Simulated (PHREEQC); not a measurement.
**Metal-bearing waste water**

Make-up at 25 °C: 150 mmol/kgw Pb(NO3)2, 0.16 mmol/kgw CuCl2, 0.13 mmol/kgw H2SO4 and 0.1 mmol/kgw NaCl. Closed to the air; pH follows from the charge balance.

The numbers come from PHREEQC with the ion-association model, wateq4f.dat.

Each row changes one thing in this solution. No solid was allowed to form.

| case | pH | ionic strength (mol/kgw) | NO3- (mol/kgw) | Pb+2 (mol/kgw) | PbNO3+ (mol/kgw) | Cl- (mol/kgw) | SI of Larnakite (PbO:PbSO4) | SI of Pb(OH)2 (Pb(OH)2) |
|---|---|---|---|---|---|---|---|---|
| as made | 3.66 | 0.310 | 0.230 | 0.0797 | 0.0700 | 0.000227 | -0.77 | -2.47 |
| diluted 100-fold with water | 5.21 | 0.00441 | 0.00295 | 0.00145 | 4.74e-5 | 4.03e-6 | -1.39 | -0.68 |
| temperature from 25 to 5 °C | 3.66 | 0.308 | 0.229 | 0.0784 | 0.0713 | 0.000278 | -1.10 | -3.20 |
| CuCl2 from 0.00016 to 3.2e-05 mol/kgw | 3.66 | 0.310 | 0.230 | 0.0798 | 0.0700 | 8.87e-5 | -0.77 | -2.47 |
| temperature from 25 to 90 °C | 3.67 | 0.323 | 0.237 | 0.0861 | 0.0635 | 0.000110 | +0.00 | -0.67 |

Some of these states are supersaturated (in Anglesite, for instance). Away from 25 °C the constants follow the database's enthalpies or fits; those with neither stay at their 25 °C values.
